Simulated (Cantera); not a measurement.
What does this Cantera script print?

```python
import numpy as np
import cantera as ct

gas = ct.Solution("gri30.yaml")
gas.TPX = 1300, 2666, {'N2O': 1, 'H2O': 0.036}
reactor = ct.IdealGasConstPressureReactor(gas, energy="off", clone=False)
net = ct.ReactorNet([reactor])
net.rtol, net.atol = 1e-08, 1e-18
show = ['N2O', 'NO', 'O', 'NO2', 'O2', 'N2']
times = np.geomspace(0.0009, 2, 14)

steps = ct.SolutionArray(gas, extra=["t"])
rows = []
print(f"{'t/s':>10s}{'T/K':>9s}{'P/Pa':>11s}" + "".join(f"{s:>11s}" for s in show))
for t in times:
    while net.time < t:
        t_next = net.step()
        steps.append(gas.state, t=t_next)
    rows.append([np.interp(t, steps.t, y) for y in (steps.T, steps.P, *steps(*show).X.T)])
    print(f"{t:10.3e}{rows[-1][0]:9.1f}{rows[-1][1]:11.4g}" + "".join(f"{x:11.3e}" for x in rows[-1][2:]))
rate = np.gradient(steps.T, steps.t)
print("integrator steps:", len(steps.t))
if steps.T.max() > steps.T[0] + 200:
    print(f"time of steepest temperature rise: {steps.t[rate.argmax()]:.4e} s")
gas.TPX = 1300, 2666, {'N2O': 1, 'H2O': 0.036}
gas.equilibrate("TP")
print(f"equilibrium (TP): T = {gas.T:.1f} K  " + "  ".join(f"{s} {gas[s].X[0]:.3e}" for s in show))
```

It prints:

```
       t/s      T/K       P/Pa        N2O         NO          O        NO2         O2         N2
 9.000e-04   1300.0       2666  9.651e-01  1.122e-05  8.518e-06  2.556e-10  3.218e-05  8.044e-05
 1.628e-03   1300.0       2666  9.650e-01  2.223e-05  8.537e-06  3.419e-09  6.384e-05  1.514e-04
 2.945e-03   1300.0       2666  9.648e-01  4.209e-05  8.518e-06  3.884e-08  1.213e-04  2.806e-04
 5.328e-03   1300.0       2666  9.644e-01  7.766e-05  8.489e-06  3.625e-07  2.261e-04  5.161e-04
 9.639e-03   1300.0       2666  9.637e-01  1.402e-04  8.460e-06  2.493e-06  4.192e-04  9.459e-04
 1.744e-02   1300.0       2666  9.625e-01  2.481e-04  8.445e-06  1.121e-05  7.750e-04  1.729e-03
 3.154e-02   1300.0       2666  9.602e-01  4.347e-04  8.427e-06  3.462e-05  1.422e-03  3.150e-03
 5.706e-02   1300.0       2666  9.562e-01  7.606e-04  8.373e-06  8.527e-05  2.587e-03  5.719e-03
 1.032e-01   1300.0       2666  9.489e-01  1.337e-03  8.262e-06  1.776e-04  4.680e-03  1.033e-02
 1.867e-01   1300.0       2666  9.359e-01  2.374e-03  8.092e-06  3.127e-04  8.421e-03  1.853e-02
 3.378e-01   1300.0       2666  9.132e-01  4.244e-03  7.898e-06  4.619e-04  1.504e-02  3.292e-02
 6.111e-01   1300.0       2666  8.740e-01  7.538e-03  7.723e-06  5.783e-04  2.650e-02  5.766e-02
 1.106e+00   1300.0       2666  8.089e-01  1.307e-02  7.584e-06  6.291e-04  4.565e-02  9.881e-02
 2.000e+00   1300.0       2666  7.066e-01  2.176e-02  7.466e-06  6.020e-04  7.580e-02  1.634e-01
integrator steps: 882
equilibrium (TP): T = 1300.0 K  N2O 4.429e-09  NO 4.501e-04  O 6.219e-07  NO2 9.890e-07  O2 3.253e-01  N2 6.508e-01
```

Computed with Cantera and GRI-Mech 3.0 (53 species, 325 reactions). GRI-Mech 3.0 was tuned for natural gas; its chemistry of N2O as a main component is partial and can be far from experiment. Radical loss at walls, strong at low pressure, is not modelled. The mechanism lacks the step 2 NO + O2 → 2 NO2, which can matter for NO2 below about 1400 K. The temperature is held fixed by assumption; the heat of reaction is taken as removed at once.
